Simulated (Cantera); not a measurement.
An isothermal, constant-pressure homogeneous reactor starts with 0.674 % CH3OH, 0.258 % O2, 99.1 % N2, at 1575 K and 7500 Torr.

Model: GRI-Mech 3.0 (53 species, 325 reactions), integrated in Cantera. GRI-Mech 3.0 was tuned for natural gas; its chemistry of methanol as a main component is partial and can be far from experiment.

One state of this run: x CH3OH = 7.24e-11; x O2 = <1e-12; x CO = 0.00575; x CH2 = 1.88e-12; x O = 2.44e-12. x: mole fraction; the columns are a selection and need not sum to one.

Question: Which value of t (s) does it belong to?
A) 0.00607
B) 4.84e-5
C) 0.0159
D) 0.761

Answer: D, 0.761
